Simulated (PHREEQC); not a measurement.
# Phosphoric acid bath: speciation

Consider water at 25 °C with 0.18 mol/kgw H3PO4 and 0.024 mol/kgw HF. Closed to the air; pH follows from the charge balance.

The numbers come from PHREEQC with the ion-association model, wateq4f.dat.

Precipitation was switched off in this run.

**Question.** Estimate the pH, ionic strength.

**Answer.** pH 1.50; ionic strength 0.0370 mol/kgw.

**Question.** In which forms is P present?

**Answer.** H3PO4 80 %, H2PO4- 20 % of the P.

wateq4f.dat counts part of the HF as a dimer, H2F2, which phreeqc.dat doesn't know; its constant is uncertain. H3PO4, which wateq4f.dat lacks, is added to it with the constant of phreeqc.dat.
